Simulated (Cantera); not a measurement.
# Adiabatic ignition

An adiabatic, constant-pressure homogeneous reactor starts with 21.9 % CO, 3.73 % H2, 15.6 % O2, 58.7 % N2, at 1475 K and 8.30 bar.

Computed with Cantera and GRI-Mech 3.0 (53 species, 325 reactions). The hydrogen kinetics of GRI-Mech 3.0 are dated; newer H2 mechanisms differ, most at raised pressure.

```csv
t (s),T (K),x CO,x H2,x O2,x NO2,x H2O2,x CO2,x N2O
3.00e-6,1490,0.218,0.0333,0.153,4.23e-11,5.47e-6,0.00158,1.63e-8
8.58e-6,2304,0.112,0.00320,0.0756,1.63e-7,4.54e-7,0.120,1.75e-6
2.45e-5,2756,0.0715,0.00191,0.0605,9.95e-7,2.55e-7,0.168,2.21e-6
7.02e-5,2874,0.0582,0.00150,0.0541,3.06e-6,3.22e-7,0.184,2.34e-6
0.000201,2870,0.0576,0.00150,0.0513,8.00e-6,3.15e-7,0.185,2.37e-6
0.000574,2861,0.0574,0.00150,0.0482,1.35e-5,3.03e-7,0.185,2.46e-6
0.00164,2859,0.0573,0.00150,0.0473,1.50e-5,2.99e-7,0.185,2.50e-6
0.00470,2859,0.0573,0.00150,0.0473,1.50e-5,2.99e-7,0.185,2.50e-6
0.0134,2859,0.0573,0.00150,0.0473,1.50e-5,2.99e-7,0.185,2.50e-6
0.0385,2859,0.0573,0.00150,0.0473,1.50e-5,2.99e-7,0.185,2.50e-6
0.110,2859,0.0573,0.00150,0.0473,1.50e-5,2.99e-7,0.185,2.50e-6
0.315,2859,0.0573,0.00150,0.0473,1.50e-5,2.99e-7,0.185,2.50e-6
0.900,2859,0.0573,0.00150,0.0473,1.50e-5,2.99e-7,0.185,2.50e-6
```
x: mole fraction; the columns are a selection and need not sum to one.

| Property | Result |
|---|---|
| time of steepest temperature rise | 4.02 µs |
| temperature at 0.900 s | 2859 K |
| equilibrium temperature | 2859 K |
| x(CO) at 0.900 s | 0.0573 (gas-phase equilibrium 0.0573) |
| x(H2) at 0.900 s | 0.00150 (gas-phase equilibrium 0.00150) |
| x(O2) at 0.900 s | 0.0473 (gas-phase equilibrium 0.0473) |
